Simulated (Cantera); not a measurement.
What does this Cantera script print?

```python
import numpy as np
import cantera as ct

gas = ct.Solution("h2o2.yaml")
gas.TPX = 400, 91000, {'H2': 1.3, 'O2': 0.357, 'N2': 1.34}
flame = ct.FreeFlame(gas, width=0.043)
flame.set_refine_criteria(ratio=3, slope=0.08, curve=0.16)
flame.transport_model = "mixture-averaged"
flame.solve(loglevel=0, auto=True)
z, T = flame.grid, flame.T
thick = (T[-1] - T[0]) / np.gradient(T, z).max()
show = ['H2', 'O2', 'H', 'OH', 'H2O', 'H2O2']
print(f"laminar burning velocity  {flame.velocity[0] * 100:.3f} cm/s")
print(f"burnt temperature         {T[-1]:.1f} K")
print(f"thermal thickness         {thick * 1e3:.4f} mm")
print(f"grid points               {len(z)}")
z0 = z[flame.heat_release_rate.argmax()]
print(f"{'z/mm':>9s}{'T/K':>9s}{'u/(m/s)':>9s}" + "".join(f"{s:>11s}" for s in show))
rows = []
for k in (-3, -2, -1.5, -1, -0.5, -0.25, 0, 0.25, 0.5, 1, 2, 4, 8):
    zz = z0 + k * thick
    rows.append([k * thick, np.interp(zz, z, T), np.interp(zz, z, flame.velocity),
                 *(np.interp(zz, z, flame.X[gas.species_index(s)]) for s in show)])
    print(f"{rows[-1][0] * 1e3:9.3f}{rows[-1][1]:9.1f}{rows[-1][2]:9.3f}" + "".join(f"{x:11.3e}" for x in rows[-1][3:]))
```

It prints:

```
laminar burning velocity  472.854 cm/s
burnt temperature         2187.0 K
thermal thickness         0.4259 mm
grid points               120
     z/mm      T/K  u/(m/s)         H2         O2          H         OH        H2O       H2O2
   -1.278    400.0    4.729  4.338e-01  1.191e-01  5.201e-17  1.191e-16  3.103e-13  1.710e-15
   -0.852    400.0    4.729  4.338e-01  1.191e-01  3.574e-15  8.039e-15  2.697e-11  1.903e-13
   -0.639    400.0    4.729  4.338e-01  1.191e-01  9.359e-14  1.999e-13  8.398e-10  7.106e-12
   -0.426    400.1    4.729  4.337e-01  1.191e-01  8.132e-11  6.651e-11  1.252e-07  1.517e-09
   -0.213    417.6    4.909  4.300e-01  1.196e-01  2.286e-05  2.265e-05  3.636e-04  6.817e-06
   -0.106    686.5    7.848  3.965e-01  1.137e-01  5.443e-03  9.039e-04  2.048e-02  5.312e-05
    0.000   1120.5   12.421  3.076e-01  8.248e-02  3.753e-02  1.680e-03  9.294e-02  4.469e-06
    0.106   1421.6   15.608  2.141e-01  2.896e-02  7.369e-02  3.877e-03  1.948e-01  1.379e-06
    0.213   1559.9   17.038  1.816e-01  6.874e-03  8.261e-02  4.580e-03  2.381e-01  8.336e-07
    0.426   1680.8   18.226  1.799e-01  1.314e-03  7.390e-02  5.073e-03  2.507e-01  5.209e-07
    0.852   1801.4   19.369  1.884e-01  7.540e-04  5.853e-02  5.216e-03  2.543e-01  2.982e-07
    1.703   1916.9   20.433  1.969e-01  4.541e-04  4.316e-02  4.796e-03  2.580e-01  1.551e-07
    3.407   2014.8   21.311  2.042e-01  2.338e-04  2.983e-02  3.915e-03  2.618e-01  7.783e-08
```

Detailed kinetics in Cantera: the H2/O2 subset of GRI-Mech 3.0, which has no nitrogen chemistry. Burning velocities carry a grid error of a few per cent, more on coarse grids.
